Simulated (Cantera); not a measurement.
Feed: 1 mol SiC, 0.73 mol O2, 510 mol H2, at 1775 °C and 1 atm.

Equilibrium computed with Cantera from the NASA thermochemical tables; the gas is ideal and each condensed phase is pure. Candidate condensed phases: C, C6H6, C7H8, C8H18, H2O, Si, SiC, SiO2; 123 gas species. Gases not in the tables: Si2H6 and higher silanes. Kinetics and transport are ignored.

Base state: H2 0.995, H 0.00222, CO 0.00147, SiO 0.00138, SiH2 8.54e-5, Si 4.62e-5, CH4 3.96e-5, SiH 2.82e-5 (mole fractions); condensed: SiC(s).

Q: What changes in the equilibrium state with this change: temperature from 1775 °C to 702 °C?

A: 
```json
[
 {"species": "H2", "before": "0.995", "after": "0.999"},
 {"species": "CH4", "before": "3.96e-5", "after": "0.00143"},
 {"species": "H", "before": "0.00222", "after": "1.14e-9"},
 {"species": "CO", "before": "0.00147", "after": "<1e-9"},
 {"species": "SiO", "before": "0.00138", "after": "<1e-9"},
 {"species": "SiH2", "before": "8.54e-5", "after": "<1e-9"},
 {"species": "Si", "before": "4.62e-5", "after": "<1e-9"},
 {"species": "SiH", "before": "2.82e-5", "after": "<1e-9"},
 {"species": "C2H2 (acetylene)", "before": "1.16e-5", "after": "<1e-9"},
 {"species": "SiC(s), mol", "before": "0.211", "after": "0.270"},
 {"species": "SiO2(β-quartz), mol", "before": "0", "after": "0.730"}
]
```

Q: What changes in the equilibrium state with this change: temperature from 1775 °C to 1525 °C?

A: 
| species | before | after |
|---|---|---|
| H2 | 0.995 | 0.997 |
| SiO | 0.00138 | 0.00145 |
| CO | 0.00147 | 0.00140 |
| H | 0.00222 | 0.000350 |
| SiH2 | 8.54e-5 | 9.62e-6 |
| Si | 4.62e-5 | 9.96e-7 |
| SiH | 2.82e-5 | 1.15e-6 |
| C2H2 (acetylene) | 1.16e-5 | 9.20e-7 |
| CH4 | 3.96e-5 | 5.70e-5 |
| SiC(s), mol | 0.211 | 0.253 |
